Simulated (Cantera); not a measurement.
Cantera run:

```python
import numpy as np
import cantera as ct

gas_names = """
    C CO COS CO2 CS CS2 C2 C2O C3 C3O2 C4 C5 Fe FeC5O5 FeO O O2 O3 S SO SO2 SO3 S2 S2O S8
""".split()
cond_names = """
    C(gr) Fe(a) Fe(c) Fe(d) Fe(L) FeC5O5(L) FeO(s) FeO(L) FeS(a) FeS(b) FeS(c) FeS(L) FeSO4(s) FeS2(s)
    Fe2O3(s) Fe2S3O12(s) Fe3O4(s) S(cr1) S(cr2) S(L)
""".split()


# ... load() reads the species with a 1 bar reference pressure and builds the phases ...
atoms = {
    'FeS2': {'Fe': 1, 'S': 2},
    'SO2': {'S': 1, 'O': 2},
    'CO2': {'C': 1, 'O': 2},
}
top_T = {'C(gr)': 4500, 'FeSO4(s)': 950, 'FeS2(s)': 1010, 'Fe2O3(s)': 1830, 'Fe2S3O12(s)': 1100, 'Fe3O4(s)': 1870}  # K; cautious upper limits of use, not melting points


# ... equilibrate(T, P, feed) seeds the gas with the atoms and calls Mixture.equilibrate('TP', solver="vcs", rtol=1e-11, max_steps=5000) ...
results = []
feed = {'FeS2': 1, 'SO2': 0.063, 'CO2': 2.5}  # mol
P = 1333.22  # Pa
for T in [1025, 1075, 1125, 1175, 1225, 1275, 1325, 1375, 1425]:
    mix = equilibrate(T, P, feed)
    results.append((T, P, feed, dict(zip(mix.species_names, mix.species_moles))))

top = {s: max(r[3][s] / sum(r[3][g] for g in gas_names) for r in results) for s in gas_names}
cols = sorted((s for s in top if top[s] > 1e-06), key=lambda s: -top[s])[:5]
seen = [c for c in cond_names if any(r[3].get(c, 0) > 1e-12 for r in results)]
print("log10 of partial pressures in bar; condensed amounts in mol")
print(f"{'T/K':>10s}" + "".join(f"{s[:9]:>10s}" for s in cols + seen))
for T, P, feed, n in results:
    ng = sum(n[g] for g in gas_names)
    print(f"{T:10.4g}" + "".join(f"{np.log10(max(n[s] / ng * P / 1e5, 1e-99)):10.3f}" for s in cols)
          + "".join(f"{n.get(c, 0):10.4g}" for c in seen))
```

Result:

```
log10 of partial pressures in bar; condensed amounts in mol
       T/K       CO2        CO        S2       SO2       COS    FeS(c)
      1025    -1.979    -3.523    -2.688    -3.357    -4.349         1
      1075    -1.988    -3.330    -2.699    -3.283    -4.375         1
      1125    -1.999    -3.165    -2.712    -3.204    -4.410         1
      1175    -2.013    -3.023    -2.729    -3.123    -4.454         1
      1225    -2.029    -2.901    -2.750    -3.045    -4.504         1
      1275    -2.049    -2.795    -2.775    -2.971    -4.559         1
      1325    -2.072    -2.704    -2.804    -2.903    -4.619         1
      1375    -2.097    -2.624    -2.838    -2.842    -4.683         1
      1425    -2.124    -2.555    -2.876    -2.787    -4.750         1
```

Cantera equilibrium calculation (NASA polynomials, part measured and part estimated; ideal gas, pure solids and liquids). FeS: taken at fixed stoichiometry. Gases not in the tables: S3 to S7.
